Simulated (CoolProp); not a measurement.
Properties of R1336mzz(E) along the isobar 0.922 MPa (Tc = 403.5 K, pc = 2.779 MPa, ω = 0.413).

Model: reference Helmholtz-energy equation of state, Akasaka 2023, in CoolProp.

| T (K) | phase | density (kg/m³) | cp (kJ/(kg K)) | Joule-Thomson coefficient (K/MPa) | isothermal compressibility (1/MPa) | fugacity coefficient |
|---|---|---|---|---|---|---|
| 266 | liquid | 1419 | 1.206 | -0.2967 | 0.001885 | 0.05817 |
| 271.1 | liquid | 1405 | 1.210 | -0.2846 | 0.002039 | 0.07283 |
| 276.3 | liquid | 1391 | 1.215 | -0.2710 | 0.002215 | 0.09053 |
| 281.5 | liquid | 1377 | 1.220 | -0.2558 | 0.002412 | 0.1113 |
| 286.7 | liquid | 1362 | 1.226 | -0.2389 | 0.002636 | 0.1354 |
| 291.8 | liquid | 1348 | 1.232 | -0.2204 | 0.002886 | 0.1626 |
| 297 | liquid | 1332 | 1.238 | -0.1993 | 0.003177 | 0.1943 |
| 302.2 | liquid | 1316 | 1.245 | -0.1755 | 0.003513 | 0.2300 |
| 307.3 | liquid | 1300 | 1.253 | -0.1492 | 0.003895 | 0.2693 |
| 312.5 | liquid | 1283 | 1.262 | -0.1186 | 0.004352 | 0.3139 |
| 317.7 | liquid | 1266 | 1.271 | -0.08346 | 0.004891 | 0.3632 |
| 322.9 | liquid | 1247 | 1.282 | -0.04289 | 0.005537 | 0.4173 |
